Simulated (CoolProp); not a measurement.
CH3F (R41) along the isobar 22.6 MPa: density (kg/m³) from the reference equation and from simpler models built on Tc = 317.3 K, pc = 5.906 MPa, ω = 0.200; each cubic takes its own stable root.

Computed with CoolProp (reference Helmholtz-energy equation of state, Lemmon 2006). It is a short technical equation, of lower accuracy than the large ones.

| T (K) | phase | reference |
|---|---|---|
| 167 | liquid | 957.2 |
| 186.9 | liquid | 922.3 |
| 206.7 | liquid | 886.6 |
| 226.5 | liquid | 849.5 |
| 246.4 | liquid | 810.2 |
| 266.2 | liquid | 768.9 |
| 286.1 | liquid | 724.4 |
| 305.9 | liquid | 676.6 |
| 325.8 | supercritical | 624.5 |
| 345.6 | supercritical | 568.0 |
| 365.5 | supercritical | 507.4 |
| 385.3 | supercritical | 445.8 |
| 405.2 | supercritical | 387.7 |
| 425 | supercritical | 338.6 |

Problem. How far does each simpler model (van der Waals, Peng-Robinson) lie from the reference over these 14 states: mean and median of the absolute difference, and the worst?

Solution. 
- van der Waals: mean 35.6 %, median 39.8 %, worst -46.1 % at 167 K and 22.6 MPa
- Peng-Robinson: mean 11.9 %, median 11.5 %, worst -14.8 % at 385.3 K and 22.6 MPa
